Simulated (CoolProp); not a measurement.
Vapour-liquid equilibrium of hydrogen sulfide (1) + n-butane (2) at 1.83 MPa; x and y are mole fractions of (1).

Values from CoolProp's multi-fluid Helmholtz-energy mixture model, Lemmon 2006 and Bücker 2006; pair parameters Kunz 2012.

```tsv
x	bubble temperature (K)	y at the bubble point	dew temperature at overall composition x (K)	liquid density (mol/L)
0.05	371.3	0.177	379.5	8.194
0.125	355.2	0.407	374.7	8.919
0.2	341.7	0.574	369.8	9.648
0.275	331.1	0.684	364.7	10.39
0.35	323.0	0.757	359.4	11.16
0.425	316.8	0.807	353.9	12.00
0.5	311.9	0.843	348.0	12.92
0.575	308.1	0.871	341.6	13.95
0.65	304.9	0.895	334.5	15.13
0.725	302.2	0.915	326.6	16.46
0.8	299.8	0.935	317.6	17.98
0.875	297.7	0.956	307.6	19.71
0.95	295.6	0.980	298.2	21.64
```

No azeotrope shows between x = 0.05 and 0.95.

Pair parameters are fitted to limited data, so mixtures are less certain than the pure fluids.
